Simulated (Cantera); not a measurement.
# Equilibrium for silicon epitaxy and polysilicon growth: Si₂Cl₆ + Cl₂ + N₂

Input: 1 mol Si₂Cl₆, 0.045 mol Cl₂, 47 mol N₂, held at 1550 K and 38.3 Torr.

Method: chemical equilibrium by Gibbs-energy minimisation in Cantera with the NASA 1993 tables (ideal gas, pure condensed phases). Candidate condensed phases: Si, Si₃N₄; 13 gas species. The feed counts by its element totals alone. The tables' values for SiCl₃ are old estimates; treat these amounts as uncertain. Equilibrium is a limit: real reactors are often held back by kinetics, nucleation or transport.

The x(N₂) is 0.959. The x(SiCl₄) is 0.0165, the x(SiCl₂) comes out as 0.0149 and the x(SiCl₃) is 0.00940. The x(Cl) is 0.000171 and the gas amount is 49.01 mol. The log10 activity of Si(s) (absent) comes out as -2.72.
